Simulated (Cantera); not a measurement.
Charge: 1 mol BF3, 0.96 mol O2, at 0.000260 bar.

Method: chemical equilibrium by Gibbs-energy minimisation in Cantera with the NASA 1993 tables (ideal gas, pure condensed phases). Candidate condensed phases: B, B2O3; 21 gas species. The numbers say what is thermodynamically allowed, not how fast it happens. All values below are at 1648 K.

Base state: BF3 0.504, O2 0.485, F 0.00713, BOF 0.00355, O 0.00109, BOF2 2.84e-5 (mole fractions); condensed: gas only.

Task: What changes in the equilibrium state with this change: BF3 replaced by B2O3?

Result: 
```
species   before   after
-------  -------  ------
B2O3       <1e-9   0.492
O2         0.485   0.478
BO2      2.15e-8  0.0287
BF3        0.504       0
F        0.00713       0
BOF      0.00355       0
BOF2     2.84e-5       0
```
